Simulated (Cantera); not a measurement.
Input (Python, Cantera) and output of one run.

```python
import numpy as np
import cantera as ct

gas_names = """
    CL CLO CL2 Fe FeCL FeCL2 FeCL3 FeO Fe2CL4 Fe2CL6 O O2 O3
""".split()
cond_names = """
    Fe(a) Fe(c) Fe(d) Fe(L) FeCL2(s) FeCL2(L) FeCL3(s) FeCL3(L) FeO(s) FeO(L) Fe2O3(s) Fe3O4(s)
""".split()


# ... load() reads the species with a 1 bar reference pressure and builds the phases ...
atoms = {
    'Fe': {'Fe': 1},
    'Cl2': {'CL': 2},
    'O2': {'O': 2},
}
top_T = {'Fe2O3(s)': 1830, 'Fe3O4(s)': 1870}  # K; cautious upper limits of use, not melting points


# ... equilibrate(T, P, feed) seeds the gas with the atoms and calls Mixture.equilibrate('TP', solver="vcs", rtol=1e-11, max_steps=5000) ...
results = []
T = 1575  # K
P = 1300  # Pa
for m in [0.065, 0.097, 0.13, 0.16, 0.19, 0.22, 0.25, 0.29, 0.32, 0.35]:
    feed = {'Fe': 1, 'Cl2': m, 'O2': 0.54}  # mol
    mix = equilibrate(T, P, feed)
    results.append((T, P, feed, dict(zip(mix.species_names, mix.species_moles))))
    x = sorted(zip(gas.X, gas.species_names), reverse=True)
    print(f"T = {T:g} K  P = {P:g} Pa  n(Cl2) = {m:g} mol  gas = {mix.phase_moles(0):.4g} mol")
    print("   x: " + "  ".join(f"{s} {v:.3e}" for v, s in x if v > 0.0001))
    print("   condensed (mol): " + ("  ".join(f"{mix.phase(i).name} {mix.phase_moles(i):.4g}"
          for i in range(1, mix.n_phases) if mix.phase_moles(i) > 1e-12) or "none"))
```

Result:

```
T = 1575 K  P = 1300 Pa  n(Cl2) = 0.065 mol  gas = 0.06506 mol
   x: FeCL2 9.950e-01  CL 3.579e-03  FeCL3 1.086e-03  Fe2CL4 2.982e-04
   condensed (mol): FeO(s) 0.5006  Fe3O4(s) 0.1448
T = 1575 K  P = 1300 Pa  n(Cl2) = 0.097 mol  gas = 0.09709 mol
   x: FeCL2 9.950e-01  CL 3.579e-03  FeCL3 1.086e-03  Fe2CL4 2.982e-04
   condensed (mol): FeO(s) 0.3729  Fe3O4(s) 0.1768
T = 1575 K  P = 1300 Pa  n(Cl2) = 0.13 mol  gas = 0.1301 mol
   x: FeCL2 9.950e-01  CL 3.579e-03  FeCL3 1.086e-03  Fe2CL4 2.982e-04
   condensed (mol): FeO(s) 0.2412  Fe3O4(s) 0.2097
T = 1575 K  P = 1300 Pa  n(Cl2) = 0.16 mol  gas = 0.1602 mol
   x: FeCL2 9.950e-01  CL 3.579e-03  FeCL3 1.086e-03  Fe2CL4 2.982e-04
   condensed (mol): FeO(s) 0.1215  Fe3O4(s) 0.2396
T = 1575 K  P = 1300 Pa  n(Cl2) = 0.19 mol  gas = 0.1902 mol
   x: FeCL2 9.950e-01  CL 3.579e-03  FeCL3 1.086e-03  Fe2CL4 2.982e-04
   condensed (mol): FeO(s) 0.001795  Fe3O4(s) 0.2696
T = 1575 K  P = 1300 Pa  n(Cl2) = 0.22 mol  gas = 0.2381 mol
   x: FeCL2 8.576e-01  CL 6.663e-02  O2 5.163e-02  FeCL3 1.743e-02  CL2 6.459e-03  Fe2CL4 2.215e-04
   condensed (mol): Fe3O4(s) 0.2639
T = 1575 K  P = 1300 Pa  n(Cl2) = 0.25 mol  gas = 0.2874 mol
   x: FeCL2 7.915e-01  O2 9.994e-02  CL 7.978e-02  FeCL3 1.926e-02  CL2 9.260e-03  Fe2CL4 1.887e-04
   condensed (mol): Fe3O4(s) 0.2556
T = 1575 K  P = 1300 Pa  n(Cl2) = 0.29 mol  gas = 0.3534 mol
   x: FeCL2 7.362e-01  O2 1.456e-01  CL 8.722e-02  FeCL3 1.959e-02  CL2 1.107e-02  Fe2CL4 1.633e-04
   condensed (mol): Fe3O4(s) 0.2443
T = 1575 K  P = 1300 Pa  n(Cl2) = 0.32 mol  gas = 0.4029 mol
   x: FeCL2 7.077e-01  O2 1.706e-01  CL 9.015e-02  FeCL3 1.946e-02  CL2 1.182e-02  Fe2CL4 1.509e-04
   condensed (mol): Fe3O4(s) 0.2356
T = 1575 K  P = 1300 Pa  n(Cl2) = 0.35 mol  gas = 0.4526 mol
   x: FeCL2 6.858e-01  O2 1.903e-01  CL 9.204e-02  FeCL3 1.926e-02  CL2 1.233e-02  Fe2CL4 1.417e-04  CLO 1.027e-04
   condensed (mol): Fe3O4(s) 0.2269
```

Equilibrium computed with Cantera from the NASA thermochemical tables; the gas is ideal and each condensed phase is pure. Mutual solubility and eutectic melting of coexisting phases are not modelled. The tables' stoichiometric FeO is somewhat more stable than real wüstite, so its field is too wide. FeO: taken at fixed stoichiometry.
